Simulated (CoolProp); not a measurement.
Saturation properties of n-dodecane.

Values from CoolProp's reference Helmholtz-energy equation of state, Lemmon 2004. It is a short technical equation, of lower accuracy than the large ones.

```tsv
T (K)	p (kPa)	vapour density (kg/m³)	surface tension (mN/m)	liquid viscosity (µPa s)	vapour viscosity (µPa s)	liquid conductivity (mW/(m K))
299.3	0.01967	0.001346	24.8	1330	4.40	135
328.8	0.1716	0.01070	22.2	846	4.88	128
358.4	0.9715	0.05566	19.7	592	5.35	122
388	3.957	0.2103	17.3	440	5.83	115
417.6	12.56	(withheld)	15.0	339	6.30	109
447.1	32.80	(withheld)	12.8	268	6.76	103
476.7	74.08	3.378	10.7	214	7.22	97.6
506.3	148.9	6.658	8.66	(withheld)	7.67	91.8
535.9	273.0	12.23	6.71	136	8.14	86.2
565.4	464.7	21.42	4.85	106	8.66	80.7
```

Problem. What belongs in the gaps?

Solution. 
- 417.6, vapour density (kg/m³): 0.6259
- 447.1, vapour density (kg/m³): 1.553
- 506.3, liquid viscosity (µPa s): 171

It boils at 489.4 K under 1 atm.

Viscosity comes from a separate model (Huber 2004). Thermal conductivity comes from a separate model (Huber 2004). Surface tension comes from a separate correlation (Mulero 2012).
